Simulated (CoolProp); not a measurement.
Ethylene at 293.15 K and 5.93 MPa is throttled through a valve to 2.16 MPa with no heat exchange. Each further row changes one setting.

The numbers come from the reference Helmholtz-energy equation of state, Smukala 2000 in CoolProp.

```
case                       temperature change (K)                       final phase  final density (kg/m³)
-------------------------  ----------------------  --------------------------------  ---------------------
as stated                                     [?]  two-phase, vapour fraction 0.831                    [?]
outlet pressure 0.648 MPa                     [?]                               [?]                    [?]
outlet pressure 2.81 MPa                      [?]                               [?]                   66.4
```

### Question
Complete the blanks.

### Answer

- as stated, temperature change (K): -46.0
- as stated, final density (kg/m³): 48.6
- outlet pressure 0.648 MPa, temperature change (K): -84.1
- outlet pressure 0.648 MPa, final phase: two-phase, vapour fraction 0.890
- outlet pressure 0.648 MPa, final density (kg/m³): 13.3
- outlet pressure 2.81 MPa, temperature change (K): -35.8
- outlet pressure 2.81 MPa, final phase: two-phase, vapour fraction 0.827
